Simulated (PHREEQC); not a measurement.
1 kg of water holding 43 mmol/kgw CaCl2 meets 20 L of dry gas (H2 1 by moles) at fixed total pressure, at 5 atm; fugacities by Peng-Robinson. The gases take part in no redox reaction, some water evaporates into the gas, and hydrates or a liquid gas phase aren't modelled. No solid was allowed to form.

Model: ion-association model, phreeqc.dat, run in PHREEQC.

```json
[
 {"T (°C)": "10", "dissolved H2 (mol/kgw)": "0.00425", "φ of H2": "1.001"},
 {"T (°C)": "20", "dissolved H2 (mol/kgw)": "0.00393", "φ of H2": "1.001"},
 {"T (°C)": "30", "dissolved H2 (mol/kgw)": "0.00371", "φ of H2": "1.001"},
 {"T (°C)": "40", "dissolved H2 (mol/kgw)": "0.00355", "φ of H2": "1.001"},
 {"T (°C)": "50", "dissolved H2 (mol/kgw)": "0.00345", "φ of H2": "1.001"},
 {"T (°C)": "60", "dissolved H2 (mol/kgw)": "0.00337", "φ of H2": "1.001"},
 {"T (°C)": "70", "dissolved H2 (mol/kgw)": "0.00332", "φ of H2": "1.002"},
 {"T (°C)": "80", "dissolved H2 (mol/kgw)": "0.00326", "φ of H2": "1.002"},
 {"T (°C)": "90", "dissolved H2 (mol/kgw)": "0.00319", "φ of H2": "1.002"}
]
```

Away from 25 °C the constants follow the database's enthalpies or fits; those with neither stay at their 25 °C values.
